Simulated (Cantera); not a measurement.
# SiF₄ + O₃ + H₂ (silicon oxide and oxynitride deposition)

A closed system holds: 1 mol SiF₄, 0.58 mol O₃, a varied amount of H₂, equilibrated at 1825 °C and 28000 Pa.

Cantera equilibrium calculation (NASA polynomials, part measured and part estimated; ideal gas, pure solids and liquids). Candidate condensed phases: H₂O, Si, SiO₂; 38 gas species. The tables' values for SiF₃, SiF₂ are old estimates; treat these amounts as uncertain. The tables hold silica as quartz up to 1696 K and as liquid above; real silica turns to tridymite and cristobalite and melts near 1996 K. Gases not in the tables: Si(OH)₄. Equilibrium is a limit: real reactors are often held back by kinetics, nucleation or transport.

From 4.1 mol H₂ to 25 mol H₂ the condensed part is SiO₂(l). From 30 mol H₂ to 37 mol H₂ nothing is condensed.

```
n(H₂) (mol)  log p H₂  log p HF  log p H₂O  log p SiF₄  log p SiO  n SiO₂(l)
-----------  --------  --------  ---------  ----------  ---------  ---------
4.1             -0.97     -0.84      -1.87       -2.02      -2.61      0.700
5               -0.89     -0.90      -1.93       -2.13      -2.48      0.683
6.1             -0.84     -0.96      -1.98       -2.25      -2.37      0.657
7.5             -0.79     -1.02      -2.03       -2.40      -2.27      0.619
9.2             -0.75     -1.08      -2.07       -2.56      -2.19      0.568
11              -0.73     -1.13      -2.10       -2.73      -2.14      0.509
14              -0.70     -1.21      -2.12       -2.99      -2.09      0.408
17              -0.68     -1.28      -2.13       -3.23      -2.06      0.306
20              -0.67     -1.33      -2.13       -3.45      -2.05      0.204
25              -0.65     -1.41      -2.13       -3.78      -2.03     0.0361
30              -0.64     -1.48      -2.19       -4.06      -2.09          0
37              -0.62     -1.56      -2.28       -4.39      -2.16          0
```
log p: log10 of the partial pressure in bar; n: condensed amount in mol.
